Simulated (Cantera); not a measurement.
A diamond (100) surface in a fixed gas of H2 with x(CH4) = 0.01, x(H) = 0.00023, x(CH3) = 0.00043, 113 Torr; coverages are run to steady state.

Cantera simulation using the Harris–Goodwin 1993 mechanism for the reconstructed diamond (100) surface; the numbers are that mechanism's predictions, not measurements.

θ: site fractions in the mechanism's names (c6HH fully hydrogenated, c6H* and c6*H radical sites, c6** diradical, c6HM methylated).

```csv
T (K),growth (µm/h),θ c6HH,θ c6H*,θ c6*H,θ c6**,θ c6HM
900,6.43,0.264,0.00379,0.106,0.000999,0.503
950,9.12,0.290,0.00593,0.141,0.00168,0.431
1000,11.5,0.330,0.00920,0.188,0.00274,0.343
1050,11.6,0.394,0.0144,0.257,0.00438,0.228
1100,8.78,0.463,0.0211,0.334,0.00641,0.113
1150,5.40,0.504,0.0273,0.386,0.00808,0.0434
1200,3.39,0.520,0.0319,0.408,0.00904,0.0148
1250,___,0.530,0.0352,0.411,0.00946,___
1300,1.94,0.541,0.0377,0.403,0.00954,0.00169
1350,1.38,0.557,0.0395,0.390,0.00940,0.000595
1400,___,0.576,0.0407,0.373,0.00904,___
```

Question: Some entries are withheld; supply them.

Answer: 
- 1250, growth (µm/h): 2.47
- 1250, θ c6HM: 0.00495
- 1400, growth (µm/h): 0.781
- 1400, θ c6HM: 0.000219
